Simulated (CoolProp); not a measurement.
Vapour pressure (MPa) of R113: the reference equation beside estimates from Tc = 487.2 K, pc = 3.392 MPa, ω = 0.253. Clausius-Clapeyron is anchored at 323.7 K with a constant enthalpy of vaporisation of 26.86 kJ/mol.

Model: reference Helmholtz-energy equation of state, Marx 1992, in CoolProp.

| T (K) | reference | Lee-Kesler | Clausius-Clapeyron | van der Waals | Redlich-Kwong | Soave-Redlich-Kwong |
|---|---|---|---|---|---|---|
| 310.3 | 0.07073 | 0.07013 | 0.07257 | 0.4124 | 0.1266 | 0.07037 |
| 323.7 | 0.1117 | 0.1112 | 0.1117 | 0.5182 | 0.1879 | … |
| 337.2 | 0.1695 | 0.1694 | 0.1665 | 0.6416 | 0.2693 | 0.1693 |
| 350.6 | 0.2475 | 0.2479 | 0.2402 | 0.7818 | 0.3729 | 0.2478 |
| 364.1 | … | 0.3521 | 0.3380 | 0.9417 | 0.5033 | 0.3523 |
| 377.5 | 0.4830 | 0.4849 | 0.4631 | 1.120 | 0.6616 | 0.4861 |
| 390.9 | 0.6491 | 0.6516 | 0.6210 | 1.318 | 0.8516 | 0.6549 |
| 404.4 | 0.8562 | 0.8587 | 0.8183 | 1.539 | 1.078 | 0.8655 |
| 417.8 | 1.106 | 1.109 | 1.057 | 1.779 | 1.340 | 1.120 |
| 431.3 | 1.410 | 1.411 | 1.347 | 2.044 | … | 1.429 |
| 444.7 | 1.768 | 1.769 | 1.688 | 2.330 | 1.990 | 1.793 |
| 458.1 | … | … | 2.088 | 2.639 | 2.380 | 2.219 |
| 471.6 | 2.693 | 2.696 | 2.555 | … | 2.820 | 2.719 |

Problem. Some entries are withheld; supply them.

Solution. 
- 323.7, Soave-Redlich-Kwong: 0.1113
- 364.1, reference: 0.3509
- 431.3, Redlich-Kwong: 1.645
- 458.1, reference: 2.191
- 458.1, Lee-Kesler: 2.192
- 471.6, van der Waals: 2.974

Absolute difference from the reference over all 13 rows, mean and median: Lee-Kesler 0.3 and 0.3 %, Clausius-Clapeyron 3.6 and 4.3 %, van der Waals 153.3 and 103.1 %, Redlich-Kwong 35.2 and 31.2 %, Soave-Redlich-Kwong 0.8 and 0.9 %.
